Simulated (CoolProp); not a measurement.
Values from CoolProp's reference Helmholtz-energy equation of state, Thol 2016.

Task: For R1234ze(E), give the phase and the density (kg/m³), Joule-Thomson coefficient (K/MPa), conductivity (mW/(m K)), fugacity coefficient at 128.15 °C and 2840 kPa; 20.85 °C and 4290 kPa.

Result: 
- 128.15 °C and 2840 kPa: gas; density 134, Joule-Thomson coefficient 10.9, conductivity 25.7, fugacity coefficient 0.778
- 20.85 °C and 4290 kPa: liquid; density 1190, Joule-Thomson coefficient -0.164, conductivity 78.3, fugacity coefficient 0.107

Thermal conductivity comes from a separate model (Perkins 2011).
